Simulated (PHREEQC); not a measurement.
A PHREEQC input (ion-association model, wateq4f.dat):

```
SOLUTION 1
  temp 20
  units mg/L
  pH 5.72
  pe 11
  Na 4.37
  K 0.00345
  Ca 2.39
  Mg 3.89
  Cl 3.16 charge
  Li 0.1 charge
  S(6) 11.9 as SO4
  Alkalinity 16.7 as HCO3
  F 0.277
END
USE solution 1
EQUILIBRIUM_PHASES 1
  Quartz 0 0.5
  CO2(g) -2.5 10
END
```

It stops with these messages:

```
ERROR: Charge balance specified for more than one species.
ERROR: Program terminating due to input errors.
```

The fault: two constituents marked charge. The line should read `Cl 3.16` where the input has `Cl 3.16 charge / Li 0.1 charge`. With the mend the run ends at pH 6.71 and ionic strength 0.000954 mol/kgw.
